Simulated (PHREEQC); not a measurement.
A made-up water analysis in mg/kgw, 15 °C, pH 1.98, pe 12.5:

```csv
constituent,mg/kgw
Na,156
K,3.71
Ca,560
Mg,81.8
Cl,319
S(6) as SO4,2550
Mn(2),52.4
Ni,19.2
```

Cl is adjusted to close the charge balance.
Valence states are taken as typed.

The numbers come from PHREEQC with the ion-association model, wateq4f.dat.

No solid was allowed to form.

Estimate the ionic strength.

ionic strength 0.0712 mol/kgw.

In which forms is S present?

SO4-2 53 %, HSO4- 23 %, CaSO4 16 %, MgSO4 4.1 %, CaHSO4+ 1.1 %, MnSO4 1.0 % of the S.

Complexes and solids missing from the database can't appear.
